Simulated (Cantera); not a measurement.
Standard-state values (1 bar) from the NASA 1993 polynomials, evaluated with Cantera. Values are per mole of reaction as written; species without (g) are pure solids or liquids, kept so even where they would boil at 1 bar. VN: taken at fixed stoichiometry.

Question: Between 300 and 2148 K, where is each reaction favourable under standard conditions?
- V2O4 + 2 NH3(g) = 2 H(g) + 2 H2O2(g) + 2 VN

Answer: 
- V2O4 + 2 NH3(g) = 2 H(g) + 2 H2O2(g) + 2 VN: ΔG° is 1163 kJ at 300 K and 695 kJ at 2148 K; it stays positive (K < 1). ΔH° is 1115 kJ and ΔS° 195 J/K at 2148 K.
